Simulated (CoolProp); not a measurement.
Model: reference Helmholtz-energy equation of state, Lemmon 2006, in CoolProp. It is a short technical equation, of lower accuracy than the large ones.

**Question.** For C3F8 (R218), give the phase and the expansivity (1/kK), viscosity (µPa s), conductivity (mW/(m K)) at 273.8 K and 4440 kPa; 273.8 K and 6670 kPa; 273.8 K and 11100 kPa.

**Answer.** 
- 273.8 K and 4440 kPa: liquid; expansivity 2.84, viscosity 272, conductivity 54.6
- 273.8 K and 6670 kPa: liquid; expansivity 2.64, viscosity 288, conductivity 56.0
- 273.8 K and 11100 kPa: liquid; expansivity 2.35, viscosity 318, conductivity 58.6

Viscosity comes from a separate model (Huber 2003), an estimate that may be off by 10 % or more. Thermal conductivity comes from a separate model (Huber 2003), an estimate that may be off by 10 % or more.
